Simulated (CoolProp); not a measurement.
Properties of CH3F (R41) along the isobar 12.4 bar.

Model: reference Helmholtz-energy equation of state, Lemmon 2006, in CoolProp. It is a short technical equation, of lower accuracy than the large ones.

```json
[
 {"T (K)": "152.7", "phase": "liquid", "density (kg/m³)": "964.9", "cv (kJ/(kg K))": "(withheld)", "speed of sound (m/s)": "1315", "Joule-Thomson coefficient (K/MPa)": "(withheld)", "expansivity (1/kK)": "1.930"},
 {"T (K)": "165.4", "phase": "liquid", "density (kg/m³)": "941.0", "cv (kJ/(kg K))": "1.358", "speed of sound (m/s)": "1248", "Joule-Thomson coefficient (K/MPa)": "-0.3433", "expansivity (1/kK)": "(withheld)"},
 {"T (K)": "178.1", "phase": "liquid", "density (kg/m³)": "916.4", "cv (kJ/(kg K))": "1.319", "speed of sound (m/s)": "1181", "Joule-Thomson coefficient (K/MPa)": "-0.3279", "expansivity (1/kK)": "2.148"},
 {"T (K)": "190.7", "phase": "liquid", "density (kg/m³)": "891.2", "cv (kJ/(kg K))": "(withheld)", "speed of sound (m/s)": "1113", "Joule-Thomson coefficient (K/MPa)": "-0.3060", "expansivity (1/kK)": "2.295"},
 {"T (K)": "203.4", "phase": "liquid", "density (kg/m³)": "864.6", "cv (kJ/(kg K))": "(withheld)", "speed of sound (m/s)": "1042", "Joule-Thomson coefficient (K/MPa)": "-0.2754", "expansivity (1/kK)": "2.480"},
 {"T (K)": "216.1", "phase": "liquid", "density (kg/m³)": "836.6", "cv (kJ/(kg K))": "1.237", "speed of sound (m/s)": "969.3", "Joule-Thomson coefficient (K/MPa)": "-0.2335", "expansivity (1/kK)": "2.717"},
 {"T (K)": "228.8", "phase": "liquid", "density (kg/m³)": "806.7", "cv (kJ/(kg K))": "1.221", "speed of sound (m/s)": "893.8", "Joule-Thomson coefficient (K/MPa)": "-0.1762", "expansivity (1/kK)": "3.026"},
 {"T (K)": "241.5", "phase": "liquid", "density (kg/m³)": "774.3", "cv (kJ/(kg K))": "1.210", "speed of sound (m/s)": "814.6", "Joule-Thomson coefficient (K/MPa)": "(withheld)", "expansivity (1/kK)": "(withheld)"},
 {"T (K)": "254.2", "phase": "liquid", "density (kg/m³)": "738.4", "cv (kJ/(kg K))": "1.206", "speed of sound (m/s)": "730.1", "Joule-Thomson coefficient (K/MPa)": "0.01957", "expansivity (1/kK)": "4.068"}
]
```

### Question
Fill in the missing entries.

### Answer

- 152.7, cv (kJ/(kg K)): 1.404
- 152.7, Joule-Thomson coefficient (K/MPa): -0.3531
- 165.4, expansivity (1/kK): 2.028
- 190.7, cv (kJ/(kg K)): 1.286
- 203.4, cv (kJ/(kg K)): 1.259
- 241.5, Joule-Thomson coefficient (K/MPa): -0.09632
- 241.5, expansivity (1/kK): 3.449
